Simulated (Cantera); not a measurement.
A closed system holds: 1 mol B2H6, 2.3 mol N2, 190 mol H2, held at 2273 K and 0.100 bar.

Cantera equilibrium calculation (NASA polynomials, part measured and part estimated; ideal gas, pure solids and liquids). Candidate condensed phases: B, BN; 15 gas species. The feed counts by its element totals alone. The tables' values for BH2 are old estimates; treat these amounts as uncertain. Gases not in the tables: B2H6 and higher boranes. The numbers say what is thermodynamically allowed, not how fast it happens.

Base state: H2 0.960, H 0.0260, N2 0.0116, BH2 0.00178, B 7.20e-5, BH 2.11e-5, BH3 1.98e-5 (mole fractions); condensed: B(s).

Q: What changes in the equilibrium state with this change: temperature from 2273 K to 1275 K?

A: 
```
species      before    after
----------  -------  -------
H2            0.960    0.993
N2           0.0116  0.00669
H            0.0260  2.32e-6
BH2         0.00178    <1e-9
B           7.20e-5    <1e-9
BH          2.11e-5    <1e-9
BH3         1.98e-5    <1e-9
B(s), mol      1.63        0
BN(s), mol        0     2.00
```
N2 is the only nitrogen source here; it is nearly inert below about 1500 K, so the nitride shown seldom forms there in practice.
